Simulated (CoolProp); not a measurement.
Properties of octamethyltrisiloxane (MDM) along the isotherm 301.85 °C (Tc = 292.2 °C, pc = 1.438 MPa, ω = 0.528).

The numbers come from the reference Helmholtz-energy equation of state, Thol 2017 in CoolProp.

```json
[
 {"p (MPa)": "0.00682", "phase": "gas", "density (kg/m³)": "0.3379", "cv (kJ/(kg K))": "2.057", "Joule-Thomson coefficient (K/MPa)": "8.154", "isothermal compressibility (1/MPa)": "146.8", "expansivity (1/kK)": "1.749", "fugacity coefficient": "0.9985"},
 {"p (MPa)": "0.0129", "phase": "gas", "density (kg/m³)": "0.6400", "cv (kJ/(kg K))": "2.057", "Joule-Thomson coefficient (K/MPa)": "8.174", "isothermal compressibility (1/MPa)": "77.74", "expansivity (1/kK)": "1.758", "fugacity coefficient": "0.9972"},
 {"p (MPa)": "0.0245", "phase": "gas", "density (kg/m³)": "1.219", "cv (kJ/(kg K))": "2.058", "Joule-Thomson coefficient (K/MPa)": "8.211", "isothermal compressibility (1/MPa)": "41.04", "expansivity (1/kK)": "1.776", "fugacity coefficient": "0.9947"},
 {"p (MPa)": "0.0465", "phase": "gas", "density (kg/m³)": "2.324", "cv (kJ/(kg K))": "2.058", "Joule-Thomson coefficient (K/MPa)": "8.283", "isothermal compressibility (1/MPa)": "21.73", "expansivity (1/kK)": "1.809", "fugacity coefficient": "0.9899"},
 {"p (MPa)": "0.0881", "phase": "gas", "density (kg/m³)": "4.445", "cv (kJ/(kg K))": "2.060", "Joule-Thomson coefficient (K/MPa)": "8.423", "isothermal compressibility (1/MPa)": "11.58", "expansivity (1/kK)": "1.876", "fugacity coefficient": "0.9809"},
 {"p (MPa)": "0.167", "phase": "gas", "density (kg/m³)": "8.583", "cv (kJ/(kg K))": "2.062", "Joule-Thomson coefficient (K/MPa)": "8.706", "isothermal compressibility (1/MPa)": "6.227", "expansivity (1/kK)": "2.013", "fugacity coefficient": "0.9639"},
 {"p (MPa)": "0.317", "phase": "gas", "density (kg/m³)": "16.92", "cv (kJ/(kg K))": "2.068", "Joule-Thomson coefficient (K/MPa)": "9.316", "isothermal compressibility (1/MPa)": "3.419", "expansivity (1/kK)": "2.321", "fugacity coefficient": "0.9317"},
 {"p (MPa)": "0.6", "phase": "gas", "density (kg/m³)": "34.80", "cv (kJ/(kg K))": "2.080", "Joule-Thomson coefficient (K/MPa)": "10.83", "isothermal compressibility (1/MPa)": "1.995", "expansivity (1/kK)": "3.156", "fugacity coefficient": "0.8712"},
 {"p (MPa)": "1.14", "phase": "gas", "density (kg/m³)": "84.09", "cv (kJ/(kg K))": "2.115", "Joule-Thomson coefficient (K/MPa)": "16.71", "isothermal compressibility (1/MPa)": "1.506", "expansivity (1/kK)": "7.539", "fugacity coefficient": "0.7553"},
 {"p (MPa)": "2.16", "phase": "supercritical", "density (kg/m³)": "409.4", "cv (kJ/(kg K))": "2.150", "Joule-Thomson coefficient (K/MPa)": "4.343", "isothermal compressibility (1/MPa)": "0.2215", "expansivity (1/kK)": "10.58", "fugacity coefficient": "0.5206"}
]
```
